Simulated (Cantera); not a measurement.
A perfectly stirred reactor is fed with 68.1 % CH₄, 25.2 % H₂O, 6.74 % H₂, at 710000 Pa; it is held at 2098 K, and followed from long to short residence time.

Computed with Cantera and GRI-Mech 3.0 (53 species, 325 reactions). GRI-Mech 3.0 stops at C3 and has no aromatics, soot or wall deposition, so with more carbon than oxygen in the feed, carbon stays in small species such as C2H2 where larger ones or solid carbon would form.

x: mole fraction; the columns are a selection and need not sum to one.

| τ (s) | x CH₄ | x H₂O | x H₂ | x CH₂O | x OH | x C₂H₄ | x HO₂ |
|---|---|---|---|---|---|---|---|
| 0.73 | 0.0133 | 0.000688 | 0.747 | 2.86e-7 | 1.09e-7 | 0.00220 | <1e-12 |
| 0.37 | 0.0136 | 0.00134 | 0.746 | 2.89e-7 | 2.13e-7 | 0.00220 | <1e-12 |
| 0.18 | 0.0142 | 0.00270 | 0.745 | 2.96e-7 | 4.29e-7 | 0.00221 | <1e-12 |
| 0.093 | 0.0153 | 0.00507 | 0.742 | 3.09e-7 | 8.06e-7 | 0.00223 | <1e-12 |
| 0.047 | 0.0173 | 0.00947 | 0.737 | 3.41e-7 | 1.51e-6 | 0.00227 | <1e-12 |
| 0.023 | 0.0208 | 0.0175 | 0.729 | 4.22e-7 | 2.79e-6 | 0.00233 | <1e-12 |
| 0.012 | [?] | [?] | 0.717 | [?] | [?] | 0.00243 | <1e-12 |
| 0.0059 | [?] | [?] | 0.698 | [?] | [?] | 0.00259 | <1e-12 |
| 0.0030 | 0.0431 | 0.0671 | 0.675 | 1.68e-6 | 1.10e-5 | 0.00280 | 1.34e-12 |
| 0.0015 | 0.0573 | 0.0909 | 0.647 | 2.96e-6 | 1.50e-5 | 0.00308 | 2.47e-12 |

### Question
What belongs in the gaps?

### Answer

- 0.012, x CH₄: 0.0255
- 0.012, x H₂O: 0.0288
- 0.012, x CH₂O: 5.87e-7
- 0.012, x OH: 4.64e-6
- 0.0059, x CH₄: 0.0330
- 0.0059, x H₂O: 0.0462
- 0.0059, x CH₂O: 9.68e-7
- 0.0059, x OH: 7.50e-6
